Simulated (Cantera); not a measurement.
**Silicon oxide and oxynitride deposition: Si₂H₆ + NO**

Charge: 1 mol Si₂H₆, 3.3 mol NO, at 0.0133 bar.

Method: chemical equilibrium by Gibbs-energy minimisation in Cantera with the NASA 1993 tables (ideal gas, pure condensed phases). Candidate condensed phases: H₂O, Si, SiO₂, Si₂N₂O, Si₃N₄; 35 gas species. The feed counts by its element totals alone. Mutual solubility and eutectic melting of coexisting phases are not modelled. Kinetics and transport are ignored.

| T (K) | x H₂ | x N₂ | x NH₃ | x H₂O | x H | n SiO₂(α-quartz) | n Si₂N₂O(s) | n SiO₂(β-quartz) |
|---|---|---|---|---|---|---|---|---|
| 525 | 0.679 | 0.321 | 0.000754 | 1.22e-7 | <1e-12 | 1.53 | 0.233 | 0 |
| 575 | 0.679 | 0.321 | 0.000275 | 3.11e-7 | <1e-12 | 1.53 | 0.233 | 0 |
| 625 | 0.679 | 0.321 | 0.000116 | 6.75e-7 | <1e-12 | 1.53 | 0.233 | 0 |
| 675 | 0.679 | 0.321 | 5.53e-5 | 1.30e-6 | <1e-12 | 1.53 | 0.233 | 0 |
| 725 | 0.679 | 0.321 | 2.90e-5 | 2.27e-6 | <1e-12 | 1.53 | 0.233 | 0 |
| 775 | 0.679 | 0.321 | 1.64e-5 | 3.66e-6 | 7.08e-12 | 1.53 | 0.233 | 0 |
| 825 | 0.679 | 0.321 | 9.89e-6 | 5.55e-6 | 5.66e-11 | 1.53 | 0.233 | 0 |
| 875 | 0.679 | 0.321 | 6.30e-6 | 7.96e-6 | 3.58e-10 | 0 | 0.233 | 1.53 |
| 925 | 0.679 | 0.321 | 4.20e-6 | 1.09e-5 | 1.86e-9 | 0 | 0.233 | 1.53 |
| 975 | 0.679 | 0.321 | 2.92e-6 | 1.45e-5 | 8.16e-9 | 0 | 0.233 | 1.53 |
| 1025 | 0.679 | 0.321 | 2.09e-6 | 1.87e-5 | 3.11e-8 | 0 | 0.233 | 1.53 |
| 1075 | 0.679 | 0.321 | 1.55e-6 | 2.34e-5 | 1.05e-7 | 0 | 0.233 | 1.53 |
x: gas mole fraction; n: condensed amount in mol.

From 525 K to 825 K the condensed part is SiO₂(α-quartz) + Si₂N₂O(s). From 875 K to 1075 K the condensed part is SiO₂(β-quartz) + Si₂N₂O(s).
